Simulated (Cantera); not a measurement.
An isothermal plug-flow reactor at 725 K and 1.10 bar (inlet), inlet velocity 0.35 m/s, active area per volume 180 1/m; feed 1.92 % CO, 3.24 % O2, 94.8 % N2.

Computed with Cantera and Deutschmann's 1995 Pt surface mechanism with GRI-Mech 3.0 gas chemistry. Catalytic surfaces can have several steady states; this one follows from the mechanism file's or the stated starting coverage. Mass transfer to the wall is taken as infinitely fast.

Question: Predict: x(CO) at z = 0.016 m; x(O2) at z = 0.016 m; x(CO2) at z = 0.016 m; θ(free Pt) at the exit; θ(O*) at the exit.

Answer: 
| Quantity | Value |
|---|---|
| x(CO) at z = 0.016 m | 0.000919 |
| x(O2) at z = 0.016 m | 0.0235 |
| x(CO2) at z = 0.016 m | 0.0185 |
| θ(free Pt) at the exit | 0.0362 |
| θ(O*) at the exit | 0.963 |
